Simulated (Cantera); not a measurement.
Fluorocarbon and chlorocarbon gases: C2F6 + H2

Charge: 1 mol C2F6, 0.56 mol H2, held at 24.0 Pa.

Method: chemical equilibrium by Gibbs-energy minimisation in Cantera with the NASA 1993 tables (ideal gas, pure condensed phases). Candidate condensed phases: C, C6H6, C7H8, C8H18; 95 gas species. The feed counts by its element totals alone. Gases not in the tables: C2F6 and larger saturated fluorocarbons. Rates play no part.

```tsv
T (K)	x F	x CF4	x HF	x CF2	x CF	x CF3	x H	n C(graphite)
1325	3.05e-5	0.521	0.479	0.000103	8.38e-10	1.40e-5	1.15e-9	0.780
1425	0.000228	0.521	0.478	0.000612	1.85e-8	5.93e-5	6.31e-9	0.779
1525	0.00132	0.518	0.477	0.00287	2.71e-7	0.000207	2.78e-8	0.777
1625	0.00609	0.509	0.474	0.0110	2.83e-6	0.000614	1.02e-7	0.770
1725	0.0233	0.478	0.462	0.0351	2.22e-5	0.00155	3.20e-7	0.751
1825	0.0749	0.400	0.429	0.0926	0.000134	0.00320	8.74e-7	0.706
1925	0.197	0.248	0.362	0.188	0.000621	0.00484	2.10e-6	0.637
2025	0.392	0.0779	0.278	0.246	0.00205	0.00406	4.98e-6	0.668
2125	0.567	0.00986	0.228	0.189	0.00469	0.00162	1.47e-5	0.993
2225	0.676	0.000790	0.207	0.107	0.00846	0.000430	5.01e-5	1.37
2325	0.735	5.78e-5	0.197	0.0548	0.0134	0.000102	0.000173	1.61
```
x: gas mole fraction; n: condensed amount in mol.

From 1325 K to 2325 K the condensed part is C(graphite). The main C-bearing gas is CF4 at 1325 K and CF2 at 2325 K. The share of C in condensed phases is highest at 2325 K (80.4 %) and lowest at 1925 K (31.8 %).
